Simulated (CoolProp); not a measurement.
Vapour-liquid equilibrium of hydrogen sulfide (1) + isobutane (2) at 324.8 K; x and y are mole fractions of (1).

Values from CoolProp's multi-fluid Helmholtz-energy mixture model, Lemmon 2006 and Bücker 2006; pair parameters Kunz 2012.

| x | bubble pressure, mixture model (kPa) | bubble pressure, Raoult's law (kPa) | y, mixture model | y, Raoult's law |
|---|---|---|---|---|
| 0.05 | 893.5 | 861.3 | 0.208 | 0.213 |
| 0.2 | 1444 | 1306 | 0.538 | 0.563 |
| 0.35 | 1950 | 1750 | 0.686 | 0.735 |
| 0.5 | 2389 | 2195 | 0.773 | 0.838 |
| 0.65 | 2783 | 2639 | 0.840 | 0.905 |
| 0.8 | 3162 | 3084 | 0.903 | 0.954 |
| 0.95 | 3547 | 3528 | 0.974 | 0.990 |

The largest gap from Raoult's law is +11.4 % in bubble pressure, at x = 0.35. No azeotrope shows between x = 0.05 and 0.95.

Pair parameters are fitted to limited data, so mixtures are less certain than the pure fluids.
